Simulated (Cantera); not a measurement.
A perfectly stirred reactor is fed with 14.8 % CO, 0.473 % H2, 1.02 % CH4, 17.6 % O2, 66.1 % N2, equivalence ratio 0.55, at 1.48 atm; it is adiabatic with a 650 K inlet, and is followed from long to short residence time, starting on the burning branch (τ in s: 0.042, 0.018, 0.0077, 0.0033, 0.0014, 0.0006, 0.00026, 0.00011, 4.7e-05).

Detailed kinetics in Cantera: GRI-Mech 3.0 (53 species, 325 reactions).

x: mole fraction; the columns are a selection and need not sum to one.

```json
[
 {"τ (s)": "0.042", "T (K)": "2053", "x CO": "0.00405", "x H2": "0.000120", "x CH4": "1.05e-6", "x OH": "0.00188", "x HCN": "[?]"},
 {"τ (s)": "0.018", "T (K)": "2031", "x CO": "0.00644", "x H2": "0.000190", "x CH4": "1.79e-6", "x OH": "0.00232", "x HCN": "[?]"},
 {"τ (s)": "0.0077", "T (K)": "1996", "x CO": "0.0101", "x H2": "0.000299", "x CH4": "3.05e-6", "x OH": "0.00281", "x HCN": "[?]"},
 {"τ (s)": "0.0033", "T (K)": "1945", "x CO": "0.0153", "x H2": "0.000457", "x CH4": "5.30e-6", "x OH": "0.00329", "x HCN": "1.40e-9"},
 {"τ (s)": "0.0014", "T (K)": "1874", "x CO": "0.0224", "x H2": "0.000665", "x CH4": "9.80e-6", "x OH": "0.00364", "x HCN": "1.31e-9"},
 {"τ (s)": "0.00060", "T (K)": "1780", "x CO": "0.0319", "x H2": "0.000905", "x CH4": "1.97e-5", "x OH": "0.00373", "x HCN": "[?]"},
 {"τ (s)": "0.00026", "T (K)": "1649", "x CO": "0.0465", "x H2": "0.00113", "x CH4": "4.82e-5", "x OH": "0.00333", "x HCN": "[?]"},
 {"τ (s)": "0.00011", "T (K)": "650", "x CO": "0.148", "x H2": "0.00473", "x CH4": "0.0102", "x OH": "<1e-12", "x HCN": "<1e-12"},
 {"τ (s)": "4.7e-5", "T (K)": "650", "x CO": "0.148", "x H2": "0.00473", "x CH4": "0.0102", "x OH": "<1e-12", "x HCN": "<1e-12"}
]
```

Problem. Fill in the missing entries.

Solution. 
- 0.042, x HCN: 3.55e-9
- 0.018, x HCN: 2.57e-9
- 0.0077, x HCN: 1.82e-9
- 0.00060, x HCN: 1.51e-9
- 0.00026, x HCN: 1.87e-9
